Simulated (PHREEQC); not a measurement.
A column of 0.1 m (40 cells, dispersivity 0.005 m, 300 s a shift, diffusion coefficient 3e-10 m²/s) holds 0.0071 eq of the database's cation exchanger X per kg of pore water, first in equilibrium with 0.00085 mol CuCl2, 0.013 mol ZnSO4 and 1e-05 mol HCl per kg of water. It is flushed with 1.6 mmol/kgw MnCl2 and 0.01 mmol/kgw HCl, at 25 °C. Values are for the last cell. The system is closed to CO2. Nothing may precipitate in this run.

The series has 32 steps of pore volumes, from 0 to 6.987.

The numbers come from PHREEQC with the ion-association model, phreeqc.dat.

Problem. After how many pore volumes does Mn at the outlet first reach half of its feed value?

Solution. By 2.9 pore volumes.
